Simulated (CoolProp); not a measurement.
A simple Rankine cycle with R245fa: condensing at 288.15 K, boiler at 0.586 MPa, turbine inlet 356.7 K, turbine efficiency 0.65, pump efficiency 0.6, no recuperator. Each further row changes one setting.

Values from CoolProp's reference Helmholtz-energy equation of state, Akasaka 2015.

```csv
case,thermal efficiency (%),net work (kJ/kg),heat in (kJ/kg),turbine exit temperature (K),volume ratio over the turbine
as stated,8.6,21.5,251,324.8,5.82
turbine inlet 376.7 K,8.5,23.2,273,345.6,5.74
condensing temperature 280.15 K,9.7,25.5,262,319.8,8.03
boiler pressure 0.41 MPa,7.0,17.8,255,332.5,4.00
turbine efficiency 0.55,7.2,18.1,251,328.5,5.89
```
